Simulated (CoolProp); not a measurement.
A Linde-Hampson liquefier for oxygen: isothermal reversible compression at 280 K from 1 atm to 10 MPa, throttling to 1 atm, return gas leaving the recuperator 0 K below the feed. Each further row changes one setting.

Values from CoolProp's reference Helmholtz-energy equation of state, Schmidt 1985.

```tsv
case	liquid yield per pass	compression work (kJ/kg of gas)
as stated	0.070	328
high pressure 20 MPa	0.128	375
warm-end temperature 310 K	0.052	366
warm-end gap 5 K	0.059	328
```

Above 300 K oxygen's equation is extrapolated.
